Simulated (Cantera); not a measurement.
**Diamond growth**

A diamond (100) surface in a fixed gas of H2 with x(CH4) = 0.012, x(H) = 0.0046, x(CH3) = 0.00019, 0.120 bar; coverages are run to steady state.

Detailed kinetics in Cantera: the Harris–Goodwin 1993 mechanism for the reconstructed diamond (100) surface.

| T (K) | growth (µm/h) | θ c6HH | θ c6H* | θ c6*H | θ c6** | θ c6HM |
|---|---|---|---|---|---|---|
| 950 | 9.07 | 0.622 | 0.0137 | 0.323 | 0.00638 | 0.0267 |
| 1000 | 11.5 | 0.580 | 0.0179 | 0.363 | 0.00930 | 0.0214 |
| 1050 | 13.7 | 0.541 | 0.0224 | 0.400 | 0.0130 | 0.0169 |
| 1100 | 15.1 | 0.504 | 0.0274 | 0.432 | 0.0174 | 0.0126 |
| 1150 | 14.5 | 0.470 | 0.0326 | 0.461 | 0.0227 | 0.00839 |
| 1200 | 11.8 | 0.440 | 0.0380 | 0.485 | 0.0286 | 0.00471 |
| 1250 | 8.64 | 0.412 | 0.0435 | 0.505 | 0.0350 | 0.00224 |
| 1300 | 6.55 | 0.386 | 0.0489 | 0.521 | 0.0418 | 0.000965 |
| 1350 | 5.63 | 0.364 | 0.0541 | 0.532 | 0.0488 | 0.000400 |
| 1400 | 5.32 | 0.344 | 0.0591 | 0.540 | 0.0558 | 0.000164 |
θ: site fractions in the mechanism's names (c6HH fully hydrogenated, c6H* and c6*H radical sites, c6** diradical, c6HM methylated).
